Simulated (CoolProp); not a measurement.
Vapour-liquid equilibrium of R125 (1) + R134a (2) at -69.65 °C; x and y are mole fractions of (1).

Values from CoolProp's multi-fluid Helmholtz-energy mixture model, Lemmon 2005 and Tillner-Roth 1994; pair parameters Lemmon 2004.

| x | bubble pressure (MPa) | y at the bubble point | dew pressure at overall composition x (MPa) | liquid density (mol/L) |
|---|---|---|---|---|
| 0.05 | 0.009344 | 0.167 | 0.008503 | 14.64 |
| 0.125 | 0.01108 | 0.352 | 0.009025 | 14.52 |
| 0.2 | 0.01282 | 0.487 | 0.009615 | 14.41 |
| 0.275 | 0.01455 | 0.589 | 0.01029 | 14.30 |
| 0.35 | 0.01627 | 0.670 | 0.01106 | 14.19 |
| 0.425 | 0.01798 | 0.735 | 0.01196 | 14.08 |
| 0.5 | 0.01967 | 0.788 | 0.01302 | 13.97 |
| 0.575 | 0.02134 | 0.833 | 0.01428 | 13.85 |
| 0.65 | 0.02301 | 0.872 | 0.01581 | 13.74 |
| 0.725 | 0.02466 | 0.905 | 0.01770 | 13.63 |
| 0.8 | 0.02632 | 0.935 | 0.02009 | 13.52 |
| 0.875 | 0.02797 | 0.961 | 0.02317 | 13.42 |
| 0.95 | 0.02963 | 0.985 | 0.02725 | 13.31 |

No azeotrope shows between x = 0.05 and 0.95.

The pair parameters rest on a limited set of measurements; away from them the model extrapolates.
